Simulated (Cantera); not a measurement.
A closed system holds: 1 mol toluene, 0.012 mol NH₃, 16 mol N₂, held at 3.75 Torr.

Method: chemical equilibrium by Gibbs-energy minimisation in Cantera with the NASA 1993 tables (ideal gas, pure condensed phases). Candidate condensed phases: C, C₆H₆, C₇H₈, C₈H₁₈; 92 gas species. Kinetics and transport are ignored.

x: gas mole fraction; n: condensed amount in mol.

```json
[
 {"T (K)": "1498", "x N₂": "0.799", "x H": "0.000109", "x H₂": "0.200", "x HCN": "0.000417", "x CN": "1.10e-9", "x HNC": "[?]", "n C(graphite)": "6.99"},
 {"T (K)": "1698", "x N₂": "0.798", "x H": "0.000913", "x H₂": "0.199", "x HCN": "0.00145", "x CN": "6.80e-8", "x HNC": "[?]", "n C(graphite)": "6.97"},
 {"T (K)": "1898", "x N₂": "0.795", "x H": "0.00489", "x H₂": "0.196", "x HCN": "0.00381", "x CN": "1.75e-6", "x HNC": "[?]", "n C(graphite)": "6.92"},
 {"T (K)": "2098", "x N₂": "0.788", "x H": "0.0187", "x H₂": "0.185", "x HCN": "0.00812", "x CN": "2.40e-5", "x HNC": "[?]", "n C(graphite)": "6.81"},
 {"T (K)": "2298", "x N₂": "0.770", "x H": "0.0541", "x H₂": "0.160", "x HCN": "0.0143", "x CN": "0.000206", "x HNC": "[?]", "n C(graphite)": "6.64"},
 {"T (K)": "2498", "x N₂": "0.739", "x H": "0.120", "x H₂": "0.116", "x HCN": "0.0206", "x CN": "0.00123", "x HNC": "[?]", "n C(graphite)": "6.42"},
 {"T (K)": "2698", "x N₂": "0.698", "x H": "0.201", "x H₂": "0.0636", "x HCN": "0.0236", "x CN": "0.00558", "x HNC": "[?]", "n C(graphite)": "6.04"}
]
```

Task: Fill in the missing entries.

Result: 
- 1498, x HNC: 6.99e-6
- 1698, x HNC: 4.30e-5
- 1898, x HNC: 0.000178
- 2098, x HNC: 0.000547
- 2298, x HNC: 0.00130
- 2498, x HNC: 0.00241
- 2698, x HNC: 0.00341
